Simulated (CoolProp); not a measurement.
Vapour-liquid equilibrium of dimethyl ether (1) + R227EA (2) at 0.0963 MPa; x and y are mole fractions of (1).

Model: multi-fluid Helmholtz-energy mixture model, Wu 2011 and Lemmon 2016; pair parameters Bell 2016, in CoolProp.

| x | bubble temperature, mixture model (°C) | bubble temperature, Raoult's law (°C) | y, mixture model | y, Raoult's law |
|---|---|---|---|---|
| 0.05 | -16.6 | -18.0 | 0.018 | 0.070 |
| 0.125 | … | -18.7 | … | 0.170 |
| 0.2 | -13.7 | -19.4 | 0.141 | 0.264 |
| 0.275 | -12.9 | -20.1 | 0.246 | 0.353 |
| 0.35 | -12.9 | -20.8 | 0.372 | 0.437 |
| 0.425 | … | -21.4 | 0.504 | 0.517 |
| 0.5 | -14.8 | -22.0 | … | 0.592 |
| 0.575 | -16.5 | -22.7 | 0.731 | 0.663 |
| 0.65 | … | -23.3 | 0.814 | 0.730 |
| 0.725 | -20.2 | -23.9 | … | 0.793 |
| 0.8 | -22.0 | -24.5 | … | 0.854 |
| 0.875 | … | -25.0 | 0.959 | 0.911 |
| 0.95 | -25.0 | -25.6 | 0.986 | 0.965 |

Task: Some entries are withheld; supply them.

Result: 
- 0.125, bubble temperature, mixture model (°C): -15.0
- 0.125, y, mixture model: 0.065
- 0.425, bubble temperature, mixture model (°C): -13.5
- 0.5, y, mixture model: 0.627
- 0.65, bubble temperature, mixture model (°C): -18.3
- 0.725, y, mixture model: 0.877
- 0.8, y, mixture model: 0.924
- 0.875, bubble temperature, mixture model (°C): -23.6

The largest gap from Raoult's law is +7.9 K in bubble temperature, at x = 0.425. y crosses x between x = 0.275 and 0.35: the model has an azeotrope there.

Pair parameters are fitted to limited data, so mixtures are less certain than the pure fluids.
